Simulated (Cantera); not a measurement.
An adiabatic, constant-volume homogeneous reactor starts with CH₄ : O₂ : N₂ = 1 : 1.54 : 5.78 (molar parts), equivalence ratio 1.3, at 1525 K and 3830 Torr. Integrator tolerance rtol = 1e-08.

Detailed kinetics in Cantera: GRI-Mech 3.0 (53 species, 325 reactions). Above 3000 K some thermodynamic fits are extrapolated.

```
quantity                                                              before                                    after
---------------------------------  -----------------------------------------  ---------------------------------------
time of steepest temperature rise                                   0.270 ms                                 0.293 ms
temperature at 5.00 s                                                 3091 K                                   2869 K
equilibrium temperature                                               3091 K                                   2869 K
x(CH₄) at 5.00 s                   2.51e-12 (gas-phase equilibrium 3.01e-12)    <1e-12 (gas-phase equilibrium <1e-12)
x(O₂) at 5.00 s                      0.00407 (gas-phase equilibrium 0.00407)  0.00252 (gas-phase equilibrium 0.00252)
x(CO₂) at 5.00 s                       0.0352 (gas-phase equilibrium 0.0352)    0.0402 (gas-phase equilibrium 0.0402)
x(N₂O) at 5.00 s                     1.14e-6 (gas-phase equilibrium 1.14e-6)  4.62e-7 (gas-phase equilibrium 4.62e-7)
x(OH) at 5.00 s                        0.0167 (gas-phase equilibrium 0.0167)    0.0114 (gas-phase equilibrium 0.0114)
x(C₂H₂) at 5.00 s                      <1e-12 (gas-phase equilibrium <1e-12)    <1e-12 (gas-phase equilibrium <1e-12)
```

Problem. Which change was made?
(A) pressure from 3830 Torr to 1130 Torr
(B) pressure from 3830 Torr to 7500 Torr
(C) constant pressure in place of constant volume
(D) O2 1.54 to 0.49 parts

Solution. C, constant pressure in place of constant volume
